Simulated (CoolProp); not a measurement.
Values from CoolProp's reference Helmholtz-energy equation of state, Lemmon 2004. It is a short technical equation, of lower accuracy than the large ones.

For n-dodecane, give the phase and the density (kg/m³), cv (kJ/(kg K)), speed of sound (m/s), Joule-Thomson coefficient (K/MPa) at 360.7 K and 1.47 MPa; 437.1 K and 1.47 MPa.


- 360.7 K and 1.47 MPa: liquid; density 701, cv 2.06, speed of sound 1060, Joule-Thomson coefficient -0.363
- 437.1 K and 1.47 MPa: liquid; density 642, cv 2.35, speed of sound 813, Joule-Thomson coefficient -0.257
